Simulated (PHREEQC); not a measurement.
Dissolve 0.00028 mol H4SiO4 and 0.2 mol NH4Cl per kg of water at 10 °C. Closed to the air; pH follows from the charge balance.

Model: ion-association model, phreeqc.dat, run in PHREEQC.

| quantity | before | after |
|---|---|---|
| pH | 5.35 | 6.79 |
| ionic strength (mol/kgw) | 0.200 | 1.62e-7 |
| SI of Chalcedony (SiO2) | +0.21 | +0.18 |

### Question
What was changed between the two runs?
A. NH4Cl from 0.2 to 0.22 mol/kgw
B. 0.09 mol/kgw HCl added
C. NH4Cl left out
D. NH4Cl replaced by BaCl2 at the same molality
E. 0.017 mol/kgw KOH added

### Answer
C, NH4Cl left out

No solid was allowed to form. Some of these states are supersaturated (in Quartz (slow to form), Chalcedony (slow to form), for instance). Away from 25 °C the constants follow the database's enthalpies or fits; those with neither stay at their 25 °C values.
